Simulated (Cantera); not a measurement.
A Cantera script and what it prints.

```python
import numpy as np
import cantera as ct

gas_names = """
    H HO2 H2 H2O H2O2 Li LiH LiO LiOH Li2 Li2O Li2O2 Li2O2H2 O OH O2 O3
""".split()
cond_names = """
    H2O(s) H2O(L) Li(cr) Li(L) LiH(s) LiH(L) LiOH(s) LiOH(L) Li2O(s) Li2O(L)
""".split()


def load(file, names, dense=False):
    # The tables refer to 1 bar. Condensed volumes are neglected.
    table = {s.name: s for s in ct.Species.list_from_file(file)}
    out = []
    for n in names:
        d = dict(table[n].input_data)
        d["thermo"] = dict(d["thermo"], **{"reference-pressure": 1e5})
        if dense:
            d["equation-of-state"] = {"model": "constant-volume", "density": "1e6 g/cm^3"}
        out.append(ct.Species.from_dict(d))
    return out


gas = ct.Solution(thermo="ideal-gas", species=load("nasa_gas.yaml", gas_names))
cond = {s.name: ct.Solution(thermo="fixed-stoichiometry", species=[s], name=s.name)
        for s in load("nasa_condensed.yaml", cond_names, dense=True)}
atoms = {
    'LiOH': {'Li': 1, 'O': 1, 'H': 1},
    'H2': {'H': 2},
}
top_T = {}  # K; cautious upper limits of use, not melting points


def equilibrate(T, P, feed):
    n = {}
    for name, mol in feed.items():
        for a, k in atoms[name].items():
            n[a] = n.get(a, 0.0) + k * mol
    gas.TPX = T, P, n
    mass = sum(n.values()) * gas.mean_molecular_weight
    gas.equilibrate("TP")
    valid = [c for c in cond.values() if c.min_temp <= T <= top_T.get(c.name, c.max_temp)]
    mix = ct.Mixture([(gas, mass / gas.mean_molecular_weight)] + [(c, 0.0) for c in valid])
    mix.T, mix.P = T, P
    mix.equilibrate("TP", solver="vcs", rtol=1e-11, max_steps=5000)
    return mix


results = []
feed = {'LiOH': 1, 'H2': 0.11}  # mol
P = 100000  # Pa
for T in [898, 998, 1098, 1198, 1298, 1398, 1498, 1598, 1698, 1798, 1898, 1998]:
    mix = equilibrate(T, P, feed)
    results.append((T, P, feed, dict(zip(mix.species_names, mix.species_moles))))

top = {s: max(r[3][s] / sum(r[3][g] for g in gas_names) for r in results) for s in gas_names}
cols = sorted((s for s in top if top[s] > 1e-05), key=lambda s: -top[s])[:9]
seen = [c for c in cond_names if any(r[3].get(c, 0) > 1e-12 for r in results)]
print("log10 of partial pressures in bar; condensed amounts in mol")
print(f"{'T/K':>10s}" + "".join(f"{s[:9]:>10s}" for s in cols + seen))
for T, P, feed, n in results:
    ng = sum(n[g] for g in gas_names)
    print(f"{T:10.4g}" + "".join(f"{np.log10(max(n[s] / ng * P / 1e5, 1e-99)):10.3f}" for s in cols)
          + "".join(f"{n.get(c, 0):10.4g}" for c in seen))
```

It prints:

```
log10 of partial pressures in bar; condensed amounts in mol
       T/K        H2       H2O      LiOH        Li      Li2O   Li2O2H2         H        OH       LiH   LiOH(L)   Li2O(s)   Li2O(L)
       898    -0.032    -1.142    -6.326   -11.525   -15.398    -6.770    -9.977   -14.123   -12.278    0.9829  0.008545         0
       998    -0.084    -0.753    -5.062    -9.823   -12.944    -5.687    -8.710   -12.040   -10.720    0.9528   0.02359         0
      1098    -0.176    -0.477    -4.043    -8.433   -10.930    -4.831    -7.695   -10.352    -9.472      0.89   0.05501         0
      1198    -0.364    -0.246    -3.207    -7.347    -9.281    -4.144    -6.903    -8.887    -8.561     0.711    0.1444         0
      1298    -0.745    -0.088    -2.522    -6.526    -7.896    -3.607    -6.342    -7.574    -7.998         0    0.4989         0
      1398    -0.746    -0.091    -2.009    -5.597    -6.719    -3.292    -5.698    -6.748    -7.127         0    0.4967         0
      1498    -0.750    -0.100    -1.571    -4.795    -5.707    -3.031    -5.140    -6.037    -6.377         0    0.4911         0
      1598    -0.758    -0.119    -1.196    -4.095    -4.830    -2.820    -4.653    -5.424    -5.725         0     0.479         0
      1698    -0.774    -0.157    -0.879    -3.475    -4.062    -2.659    -4.227    -4.898    -5.151         0    0.4553         0
      1798    -0.802    -0.224    -0.617    -2.917    -3.387    -2.556    -3.855    -4.459    -4.641         0    0.4135         0
      1898    -0.842    -0.323    -0.429    -2.434    -2.836    -2.553    -3.528    -4.096    -4.208         0         0    0.3548
      1998    -0.895    -0.451    -0.300    -2.009    -2.384    -2.632    -3.242    -3.800    -3.837         0         0    0.2824
```

Cantera equilibrium calculation (NASA polynomials, part measured and part estimated; ideal gas, pure solids and liquids). Mutual solubility and eutectic melting of coexisting phases are not modelled.
